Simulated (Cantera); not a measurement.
Feed: 1 mol Fe₂O₃, 1.2 mol C, 0.63 mol CO, 0.0004 mol H₂, held at 64.0 Pa.

Method: chemical equilibrium by Gibbs-energy minimisation in Cantera with the NASA 1993 tables (ideal gas, pure condensed phases). Candidate condensed phases: C, C₆H₆, C₇H₈, C₈H₁₈, Fe, Fe(CO)₅, FeO, Fe(OH)₂, Fe(OH)₃, Fe₂O₃, Fe₃O₄, H₂O; 114 gas species. Mutual solubility and eutectic melting of coexisting phases are not modelled. The tables' stoichiometric FeO is somewhat more stable than real wüstite, so its field is too wide. FeO: taken at fixed stoichiometry. The numbers say what is thermodynamically allowed, not how fast it happens.

Question: At 1698 K, list the 5 most abundant gas species with their mole fractions, and the condensed phases.

Answer: CO 0.870, CO₂ 0.120, Fe 0.00952, H₂ 0.000125, H 6.39e-5. Condensed: Fe(δ) + FeO(l).
